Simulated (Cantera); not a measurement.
A closed system holds: 1 mol TiO2, 1.7 mol CH4, 4.3 mol H2, equilibrated at 1000 Pa.

Method: chemical equilibrium by Gibbs-energy minimisation in Cantera with the NASA 1993 tables (ideal gas, pure condensed phases). Candidate condensed phases: C, C6H6, C7H8, C8H18, H2O, Ti, TiC, TiO, TiO2, Ti2O3, Ti3O5, Ti4O7; 113 gas species. Mutual solubility and eutectic melting of coexisting phases are not modelled. TiC, TiO: taken at fixed stoichiometry. Condensed phases not in the tables: solid solutions among these carbides, nitrides and lower oxides. The numbers say what is thermodynamically allowed, not how fast it happens. All values below are at 1500 °C.

Base state: H2 0.848, CO 0.149, H 0.00262, H2O 5.99e-5 (mole fractions); condensed: TiC(s) + TiO(s).

### Question
What changes in the equilibrium state with this change: pressure from 1000 Pa to 930000 Pa?

### Answer
```
species            before     after
----------------  -------  --------
H2                  0.848     0.861
CO                  0.149     0.136
CH4               4.18e-8   0.00226
H                 0.00262   8.66e-5
C2H2 (acetylene)  5.64e-9   1.83e-5
H2O               5.99e-5  0.000910
CO2               2.83e-6   3.86e-5
TiC(s), mol         0.350     0.475
TiO(s), mol         0.650         0
Ti2O3(s), mol           0     0.262
```
TiC: taken at fixed stoichiometry.
